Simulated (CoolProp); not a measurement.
Vapour-liquid equilibrium of R152A (1) + methanol (2) at 0.0412 MPa; x and y are mole fractions of (1).

The numbers come from the multi-fluid Helmholtz-energy mixture model, Outcalt 1996 and de Reuck 1993; pair parameters Bell 2016 in CoolProp.

| x | bubble temperature (°C) | y at the bubble point | dew temperature at overall composition x (°C) | liquid density (mol/L) |
|---|---|---|---|---|
| 0.05 | -14.2 | 0.962 | 42.1 | 24.98 |
| 0.125 | -28.8 | 0.988 | 40.3 | 24.40 |
| 0.2 | -32.6 | 0.991 | 38.4 | 23.55 |
| 0.275 | -33.9 | 0.992 | 36.4 | 22.67 |
| 0.35 | -34.4 | 0.992 | 34.1 | 21.81 |
| 0.425 | -34.8 | 0.993 | 31.6 | 20.99 |
| 0.5 | -35.3 | 0.993 | 28.8 | 20.21 |
| 0.575 | -36.0 | 0.994 | 25.6 | 19.46 |
| 0.65 | -36.8 | 0.994 | 22.0 | 18.76 |
| 0.725 | -37.9 | 0.995 | 17.5 | 18.09 |
| 0.8 | -39.0 | 0.997 | 11.8 | 17.46 |
| 0.875 | -40.3 | 0.998 | 3.9 | 16.85 |
| 0.95 | -41.7 | 0.999 | -10.1 | 16.26 |

No azeotrope shows between x = 0.05 and 0.95.

The pair parameters rest on a limited set of measurements; away from them the model extrapolates. With so large a gap from Raoult's law the liquid may split in two, which this calculation doesn't test in full.
